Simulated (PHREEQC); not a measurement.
Solution (85 °C): 53 mmol/kgw Al2(SO4)3, 7 mmol/kgw NaHCO3 and 17 mmol/kgw NaCl. Closed to the air; pH follows from the charge balance.

Equilibrium calculation in PHREEQC: ion-association model, phreeqc.dat.

```tsv
quantity	before	after
pH	3.65	3.67
ionic strength (mol/kgw)	0.185	0.169
AlSO4+ (mol/kgw)	0.0663	0.0661
SO4-2 (mol/kgw)	0.0377	0.0374
Al(SO4)2- (mol/kgw)	0.0261	0.0267
Na+ (mol/kgw)	0.0225	0.00972
SI of Al(OH)3(a) (Al(OH)3)	+0.31	+0.34
SI of Halite (NaCl)	-5.33	-6.38
```

Task: What was changed between the two runs?
A. 0.00056 mol/kgw HCl added
B. NaHCO3 left out
C. diluted 5-fold with water
D. diluted 10-fold with water
E. NaCl from 0.017 to 0.0034 mol/kgw

Result: E, NaCl from 0.017 to 0.0034 mol/kgw

No solid was allowed to form. Some of these states are supersaturated (in Al(OH)3(a), Gibbsite (slow to form), for instance). Away from 25 °C the constants follow the database's enthalpies or fits; those with neither stay at their 25 °C values.
